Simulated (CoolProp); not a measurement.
50 sccm (0 °C, 1 atm) of nitrogen bubbles through liquid dimethyl carbonate at 318.4 K and leaves saturated at a total pressure of 0.15 MPa (ideal gas phase). Each further row changes one setting.

Computed with CoolProp (reference Helmholtz-energy equation of state, Zhou 2011).

```csv
case,vapour pressure (kPa),mole fraction of vapour,delivery (mg/min),delivery (sccm),change of delivery for a bath 1 K warmer (%)
as stated,19.0,___,___,___,5.1
bath temperature 323.4 K,___,0.157,37.4,___,5.1
total pressure 0.3 MPa,19.0,___,___,3.37,4.8
```

Problem. Fill in the missing entries.

Solution. 
- as stated, mole fraction of vapour: 0.126
- as stated, delivery (mg/min): 29.1
- as stated, delivery (sccm): 7.24
- bath temperature 323.4 K, vapour pressure (kPa): 23.5
- bath temperature 323.4 K, delivery (sccm): 9.29
- total pressure 0.3 MPa, mole fraction of vapour: 0.0632
- total pressure 0.3 MPa, delivery (mg/min): 13.6
